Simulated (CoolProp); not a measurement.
Vapour-liquid equilibrium of dimethyl ether (1) + 1-butene (2) at -32.75 °C; x and y are mole fractions of (1).

Values from CoolProp's multi-fluid Helmholtz-energy mixture model, Wu 2011 and Lemmon 2005; pair parameters Bell 2016.

| x | bubble pressure (MPa) | y at the bubble point | dew pressure at overall composition x (MPa) | liquid density (mol/L) |
|---|---|---|---|---|
| 0.05 | 0.03489 | 0.135 | 0.03280 | 11.84 |
| 0.2 | 0.04341 | 0.405 | [?] | 12.37 |
| 0.35 | 0.05047 | 0.572 | 0.04139 | 12.94 |
| 0.5 | 0.05635 | 0.690 | 0.04724 | [?] |
| 0.65 | [?] | [?] | 0.05429 | 14.26 |
| 0.8 | 0.06569 | 0.875 | 0.06203 | 15.03 |
| 0.95 | 0.06952 | 0.967 | 0.06889 | 15.89 |

Complete the blanks.


- 0.2, dew pressure at overall composition x (MPa): 0.03665
- 0.5, liquid density (mol/L): 13.57
- 0.65, bubble pressure (MPa): 0.06134
- 0.65, y at the bubble point: 0.787

No azeotrope shows between x = 0.05 and 0.95.

The pair parameters rest on a limited set of measurements; away from them the model extrapolates.
